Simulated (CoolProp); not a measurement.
Vapour-liquid equilibrium of carbon dioxide (1) + R142b (2) at 231.7 K; x and y are mole fractions of (1).

Values from CoolProp's multi-fluid Helmholtz-energy mixture model, Span 1996 and Lemmon 2006; pair parameters Bell 2016.

```
x      bubble pressure (MPa)  y at the bubble point  dew pressure at overall composition x (MPa)  liquid density (mol/L)
-----  ---------------------  ---------------------  -------------------------------------------  ----------------------
0.05                 0.06025                  0.648                                      0.02315                   12.94
0.125                 0.1254                  0.841                                      0.02509                   13.52
0.2                   0.1971                  0.906                                      0.02739                   14.15
0.275                 0.2723                  0.937                                      0.03014                   14.82
0.35                  0.3482                  0.955                                      0.03351                   15.54
0.425                 0.4227                  0.966                                      0.03773                   16.33
0.5                   0.4946                  0.974                                      0.04316                   17.17
0.575                 0.5636                  0.980                                      0.05041                   18.10
0.65                  0.6301                  0.984                                      0.06059                   19.11
0.725                 0.6953                  0.988                                      0.07595                   20.22
0.8                   0.7608                  0.991                                       0.1018                   21.45
0.875                 0.8285                  0.995                                       0.1547                   22.82
0.95                  0.9005                  0.998                                       0.3239                   24.36
```

No azeotrope shows between x = 0.05 and 0.95.

The pair parameters rest on a limited set of measurements; away from them the model extrapolates. The gap from Raoult's law changes sign with composition, which may be real or a fault of the pair parameters; it wasn't checked against measurements.
